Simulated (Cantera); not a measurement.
Input (Python, Cantera):

```python
import numpy as np
import cantera as ct

gas = ct.Solution("gri30.yaml")
gas.TPX = 1748, 38000, {'CH4': 1, 'C2H6': 0.11, 'C3H8': 0.041, 'O2': 1.08, 'N2': 4.06}
reactor = ct.IdealGasConstPressureReactor(gas, energy="on", clone=False)
net = ct.ReactorNet([reactor])
net.rtol, net.atol = 1e-08, 1e-16
show = ['CH4', 'C2H6', 'C3H8', 'NO2', 'O2', 'H']
times = np.geomspace(4e-06, 4, 10)

steps = ct.SolutionArray(gas, extra=["t"])
rows = []
print(f"{'t/s':>10s}{'T/K':>9s}{'P/Pa':>11s}" + "".join(f"{s:>11s}" for s in show))
for t in times:
    while net.time < t:
        t_next = net.step()
        steps.append(gas.state, t=t_next)
    rows.append([np.interp(t, steps.t, y) for y in (steps.T, steps.P, *steps(*show).X.T)])
    print(f"{t:10.3e}{rows[-1][0]:9.1f}{rows[-1][1]:11.4g}" + "".join(f"{x:11.3e}" for x in rows[-1][2:]))
rate = np.gradient(steps.T, steps.t)
print("integrator steps:", len(steps.t))
if steps.T.max() > steps.T[0] + 200:
    print(f"time of steepest temperature rise: {steps.t[rate.argmax()]:.4e} s")
gas.TPX = 1748, 38000, {'CH4': 1, 'C2H6': 0.11, 'C3H8': 0.041, 'O2': 1.08, 'N2': 4.06}
gas.equilibrate("HP")
print(f"equilibrium (HP): T = {gas.T:.1f} K  " + "  ".join(f"{s} {gas[s].X[0]:.3e}" for s in show))
```

Output:

```
       t/s      T/K       P/Pa        CH4       C2H6       C3H8        NO2         O2          H
 4.000e-06   1737.3    3.8e+04  1.584e-01  1.660e-02  5.891e-03  7.013e-16  1.712e-01  4.045e-05
 1.857e-05   1717.7    3.8e+04  1.531e-01  1.336e-02  3.780e-03  6.561e-13  1.674e-01  1.427e-04
 8.618e-05   1993.9    3.8e+04  7.711e-02  7.017e-04  4.784e-06  2.544e-10  9.376e-02  1.408e-03
 4.000e-04   2561.0    3.8e+04  8.185e-04  3.267e-08  1.251e-11  8.416e-10  5.035e-06  8.917e-03
 1.857e-03   2525.5    3.8e+04  1.358e-07  1.398e-15  6.849e-23  2.398e-09  7.189e-06  1.248e-02
 8.618e-03   2490.2    3.8e+04  9.099e-12  1.266e-23  4.044e-35  1.539e-09  1.472e-05  1.791e-02
 4.000e-02   2490.0    3.8e+04  8.272e-12  1.075e-23  3.153e-35  7.969e-10  1.520e-05  1.815e-02
 1.857e-01   2490.1    3.8e+04  8.238e-12  1.067e-23  3.120e-35  7.300e-10  1.522e-05  1.815e-02
 8.618e-01   2490.1    3.8e+04  8.238e-12  1.067e-23  3.120e-35  7.300e-10  1.522e-05  1.815e-02
 4.000e+00   2490.1    3.8e+04  8.238e-12  1.067e-23  3.120e-35  7.300e-10  1.522e-05  1.815e-02
integrator steps: 1697
time of steepest temperature rise: 1.1332e-04 s
equilibrium (HP): T = 2490.1 K  CH4 9.161e-12  C2H6 1.294e-23  C3H8 4.098e-35  NO2 7.300e-10  O2 1.522e-05  H 1.815e-02
```

Detailed kinetics in Cantera: GRI-Mech 3.0 (53 species, 325 reactions).
